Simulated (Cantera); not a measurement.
Diamond growth

A diamond (100) surface in a fixed gas of H2 with x(CH4) = 0.029, x(H) = 0.00026, at 1098 K, 150 Torr; coverages are run to steady state.

Detailed kinetics in Cantera: the Harris–Goodwin 1993 mechanism for the reconstructed diamond (100) surface.

| x(CH3) | growth (µm/h) | θ c6HH | θ c6H* | θ c6*H | θ c6** | θ c6HM |
|---|---|---|---|---|---|---|
| 1e-06 | 0.0484 | 0.552 | 0.0258 | 0.411 | 0.0105 | 0.000423 |
| 2.3e-06 | 0.111 | 0.551 | 0.0258 | 0.411 | 0.0105 | 0.000972 |
| 5.5e-06 | 0.265 | 0.550 | 0.0258 | 0.410 | 0.0105 | 0.00232 |
| 1.3e-05 | 0.623 | 0.548 | 0.0256 | 0.408 | 0.0104 | 0.00545 |
| 3e-05 | 1.42 | 0.542 | 0.0253 | 0.403 | 0.0102 | 0.0124 |
| 7.1e-05 | 3.24 | 0.529 | 0.0247 | 0.393 | 0.00968 | 0.0284 |
| 0.00017 | 7.20 | 0.501 | 0.0233 | 0.370 | 0.00864 | 0.0632 |
| 0.00039 | 14.2 | 0.450 | 0.0207 | 0.330 | 0.00689 | 0.126 |
| 0.00092 | 25.4 | 0.368 | 0.0166 | 0.264 | 0.00441 | 0.227 |
θ: site fractions in the mechanism's names (c6HH fully hydrogenated, c6H* and c6*H radical sites, c6** diradical, c6HM methylated).
